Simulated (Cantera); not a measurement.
Equilibrium for halide evaporation, hydrolysis and transport: LiCl + N₂

Input: 1 mol LiCl, 11 mol N₂, equilibrated at 1.20 mbar.

Cantera equilibrium calculation (NASA polynomials, part measured and part estimated; ideal gas, pure solids and liquids). Candidate condensed phases: Li, LiCl, Li₃N; 10 gas species. Kinetics and transport are ignored.

| T (K) | x N₂ | x LiCl | x Li | x Cl | x Li₂Cl₂ | x Li₃Cl₃ | x N |
|---|---|---|---|---|---|---|---|
| 1173 | 0.918 | 0.0804 | 6.51e-8 | 6.51e-8 | 0.00152 | 9.74e-7 | <1e-12 |
| 1273 | 0.917 | 0.0827 | 4.61e-7 | 4.61e-7 | 0.000321 | 4.08e-8 | <1e-12 |
| 1373 | 0.917 | 0.0832 | 2.43e-6 | 2.43e-6 | 8.21e-5 | 2.59e-9 | <1e-12 |
| 1473 | 0.917 | 0.0833 | 1.03e-5 | 1.03e-5 | 2.52e-5 | 2.40e-10 | <1e-12 |
| 1573 | 0.917 | 0.0833 | 3.60e-5 | 3.60e-5 | 8.99e-6 | 3.01e-11 | 9.97e-12 |
| 1673 | 0.917 | 0.0832 | 0.000109 | 0.000109 | 3.64e-6 | 4.89e-12 | 8.89e-11 |
| 1773 | 0.916 | 0.0830 | 0.000291 | 0.000291 | 1.63e-6 | <1e-12 | 6.21e-10 |
| 1873 | 0.916 | 0.0826 | 0.000698 | 0.000698 | 7.90e-7 | <1e-12 | 3.52e-9 |
| 1973 | 0.915 | 0.0817 | 0.00153 | 0.00153 | 4.09e-7 | <1e-12 | 1.68e-8 |
| 2073 | 0.914 | 0.0800 | 0.00309 | 0.00309 | 2.21e-7 | <1e-12 | 6.88e-8 |
| 2173 | 0.911 | 0.0770 | 0.00581 | 0.00581 | 1.22e-7 | <1e-12 | 2.48e-7 |
x: gas mole fraction; nothing condenses.

From 1173 K to 2173 K nothing is condensed. The main Li-bearing gas is LiCl throughout.
